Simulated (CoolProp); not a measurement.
Vapour-liquid equilibrium of propylene (1) + propane (2) at 5.4 bar; x and y are mole fractions of (1).

Values from CoolProp's multi-fluid Helmholtz-energy mixture model, Lemmon 2013 and Lemmon 2009; pair parameters Bell 2016.

```json
[
 {"x": "0.05", "bubble temperature, mixture model (K)": "276.9", "bubble temperature, Raoult's law (K)": "277.1", "y, mixture model": "0.063", "y, Raoult's law": "0.061"},
 {"x": "0.15", "bubble temperature, mixture model (K)": "275.9", "bubble temperature, Raoult's law (K)": "276.3", "y, mixture model": "0.182", "y, Raoult's law": "0.178"},
 {"x": "0.25", "bubble temperature, mixture model (K)": "275.0", "bubble temperature, Raoult's law (K)": "275.6", "y, mixture model": "0.293", "y, Raoult's law": "0.291"},
 {"x": "0.35", "bubble temperature, mixture model (K)": "274.2", "bubble temperature, Raoult's law (K)": "274.9", "y, mixture model": "0.398", "y, Raoult's law": "0.398"},
 {"x": "0.45", "bubble temperature, mixture model (K)": "273.4", "bubble temperature, Raoult's law (K)": "274.2", "y, mixture model": "0.497", "y, Raoult's law": "0.502"},
 {"x": "0.55", "bubble temperature, mixture model (K)": "272.7", "bubble temperature, Raoult's law (K)": "273.5", "y, mixture model": "0.592", "y, Raoult's law": "0.601"},
 {"x": "0.65", "bubble temperature, mixture model (K)": "272.1", "bubble temperature, Raoult's law (K)": "272.8", "y, mixture model": "0.685", "y, Raoult's law": "0.696"},
 {"x": "0.75", "bubble temperature, mixture model (K)": "271.6", "bubble temperature, Raoult's law (K)": "272.1", "y, mixture model": "0.775", "y, Raoult's law": "0.787"},
 {"x": "0.85", "bubble temperature, mixture model (K)": "271.1", "bubble temperature, Raoult's law (K)": "271.5", "y, mixture model": "0.865", "y, Raoult's law": "0.875"},
 {"x": "0.95", "bubble temperature, mixture model (K)": "270.7", "bubble temperature, Raoult's law (K)": "270.9", "y, mixture model": "0.955", "y, Raoult's law": "0.959"}
]
```

The largest gap from Raoult's law is -0.8 K in bubble temperature, at x = 0.45. No azeotrope shows between x = 0.05 and 0.95.

Pair parameters are fitted to limited data, so mixtures are less certain than the pure fluids.
